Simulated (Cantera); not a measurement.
A closed system holds: 1 mol C3H6, 0.91 mol H2O, equilibrated at 1198 K and 22.0 bar.

Method: chemical equilibrium by Gibbs-energy minimisation in Cantera with the NASA 1993 tables (ideal gas, pure condensed phases). Candidate condensed phases: C, C6H6, C7H8, C8H18, H2O; 110 gas species. Equilibrium is a limit: real reactors are often held back by kinetics, nucleation or transport.

### Question
What is the equilibrium state?

### Answer
```json
{
 "x(H2)": "0.638",
 "x(CO)": "0.152",
 "x(CH4)": "0.144",
 "x(H2O)": "0.0566",
 "x(CO2)": "0.00989",
 "x(C2H6)": "2.46e-5",
 "x(C2H4)": "1.11e-5",
 "x(HCHO (formaldehyde))": "1.06e-6",
 "n(C(graphite))": "1.78 mol",
 "gas_amount": "3.983 mol"
}
```
